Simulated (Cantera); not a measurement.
A perfectly stirred reactor is fed with CO : H₂ : CH₄ : O₂ : N₂ : H₂O = 1 : 0.065 : 0.49 : 0.945 : 3.55 : 1.7 (molar parts), equivalence ratio 1.6, at 7.10 bar; it is adiabatic with a 700 K inlet, and is followed from long to short residence time, starting on the burning branch (τ in s: 0.047, 0.023, 0.011, 0.0054, 0.0026, 0.0013, 0.00061, 0.0003, 0.00014, 7e-05, 3.4e-05, 1.6e-05).

Detailed kinetics in Cantera: GRI-Mech 3.0 (53 species, 325 reactions).

Question: Predict: blow-out, bracketed by the residence times tried; x(CO) at τ = 47.0 ms; x(H₂) at τ = 47.0 ms; x(CH₄) at τ = 47.0 ms; x(HO₂) at τ = 47.0 ms; x(N₂O) at τ = 47.0 ms; x(CO) at τ = 0.610 ms; x(H₂) at τ = 0.610 ms; x(CH₄) at τ = 0.610 ms; x(HO₂) at τ = 0.610 ms; x(N₂O) at τ = 0.610 ms.

Answer: 
- blow-out, bracketed by the residence times tried: burning at 0.300 ms, out at 0.140 ms
- x(CO) at τ = 47.0 ms: 0.0872
- x(H₂) at τ = 47.0 ms: 0.0554
- x(CH₄) at τ = 47.0 ms: 0.000782
- x(HO₂) at τ = 47.0 ms: 5.93e-8
- x(N₂O) at τ = 47.0 ms: 1.22e-9
- x(CO) at τ = 0.610 ms: 0.0912
- x(H₂) at τ = 0.610 ms: 0.0403
- x(CH₄) at τ = 0.610 ms: 0.00480
- x(HO₂) at τ = 0.610 ms: 5.45e-6
- x(N₂O) at τ = 0.610 ms: 2.27e-8
